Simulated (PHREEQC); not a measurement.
# Spent oxide etchant

A solution holds 0.12 mol NH4HF2 and 0.1 mol H2SiF6 per kg of water, at 70 °C. Closed to the air; pH follows from the charge balance.

Model: ion-association model, phreeqc.dat, run in PHREEQC.

This is a speciation only: nothing precipitates in the calculation.

Estimate the pH.

pH 1.19.

In which forms is F present?

SiF6-2 71 %, HF 28 % of the F.

Away from 25 °C the constants follow the database's enthalpies or fits; those with neither stay at their 25 °C values. SiF6-2 is the database's only silicon fluoride.
